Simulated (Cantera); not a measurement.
A closed system holds: 1 mol SiH4, 0.51 mol O3, 84 mol N2, at 1473 K and 870 Pa.

Method: chemical equilibrium by Gibbs-energy minimisation in Cantera with the NASA 1993 tables (ideal gas, pure condensed phases). N2 is the only nitrogen source here; it is nearly inert below about 1500 K, so the nitride shown seldom forms there in practice. Mutual solubility and eutectic melting of coexisting phases are not modelled. The tables hold silica as quartz up to 1696 K and as liquid above; real silica turns to tridymite and cristobalite and melts near 1996 K. Equilibrium is a limit: real reactors are often held back by kinetics, nucleation or transport.

```tsv
species	before	after
N2	0.976	0.966
H2	0.0233	0.0180
SiO	0.000600	0.00979
OH	<1e-9	2.82e-5
H2O	3.45e-6	0.00434
H	2.07e-5	0.00135
SiO2(β-quartz), mol	0.669	0
Si2N2O(s), mol	0.140	0
SiO2(condensed), mol	0	0.149
```
Gas species are given as mole fractions.

Task: Which change was made?
A) O3 from 0.51 to 3.1 mol
B) pressure from 870 Pa to 25.0 Pa
C) temperature from 1473 K to 1923 K
D) pressure from 870 Pa to 520 Pa

Result: C, temperature from 1473 K to 1923 K
